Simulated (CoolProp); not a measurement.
Vapour-liquid equilibrium of propane (1) + n-butane (2) at 0.905 MPa; x and y are mole fractions of (1).

The numbers come from the multi-fluid Helmholtz-energy mixture model, Lemmon 2009 and Bücker 2006; pair parameters Kunz 2012 in CoolProp.

```json
[
 {"x": "0.05", "bubble temperature (°C)": "71.1", "y at the bubble point": "___", "dew temperature at overall composition x (°C)": "73.3", "liquid density (mol/L)": "8.877"},
 {"x": "0.15", "bubble temperature (°C)": "64.0", "y at the bubble point": "0.305", "dew temperature at overall composition x (°C)": "___", "liquid density (mol/L)": "9.146"},
 {"x": "0.25", "bubble temperature (°C)": "57.4", "y at the bubble point": "0.462", "dew temperature at overall composition x (°C)": "66.1", "liquid density (mol/L)": "9.409"},
 {"x": "0.35", "bubble temperature (°C)": "51.3", "y at the bubble point": "0.589", "dew temperature at overall composition x (°C)": "62.1", "liquid density (mol/L)": "___"},
 {"x": "0.45", "bubble temperature (°C)": "45.8", "y at the bubble point": "0.692", "dew temperature at overall composition x (°C)": "57.9", "liquid density (mol/L)": "9.917"},
 {"x": "0.55", "bubble temperature (°C)": "40.8", "y at the bubble point": "0.775", "dew temperature at overall composition x (°C)": "53.2", "liquid density (mol/L)": "10.16"},
 {"x": "0.65", "bubble temperature (°C)": "36.2", "y at the bubble point": "___", "dew temperature at overall composition x (°C)": "48.1", "liquid density (mol/L)": "___"},
 {"x": "0.75", "bubble temperature (°C)": "32.1", "y at the bubble point": "0.898", "dew temperature at overall composition x (°C)": "42.4", "liquid density (mol/L)": "10.65"},
 {"x": "0.85", "bubble temperature (°C)": "28.2", "y at the bubble point": "0.944", "dew temperature at overall composition x (°C)": "35.7", "liquid density (mol/L)": "10.88"},
 {"x": "0.95", "bubble temperature (°C)": "___", "y at the bubble point": "___", "dew temperature at overall composition x (°C)": "___", "liquid density (mol/L)": "11.12"}
]
```

Problem. What belongs in the gaps?

Solution. 
- 0.05, y at the bubble point: 0.112
- 0.15, dew temperature at overall composition x (°C): 69.8
- 0.35, liquid density (mol/L): 9.666
- 0.65, y at the bubble point: 0.843
- 0.65, liquid density (mol/L): 10.41
- 0.95, bubble temperature (°C): 24.7
- 0.95, y at the bubble point: 0.983
- 0.95, dew temperature at overall composition x (°C): 27.7

No azeotrope shows between x = 0.05 and 0.95.

The pair parameters rest on a limited set of measurements; away from them the model extrapolates.
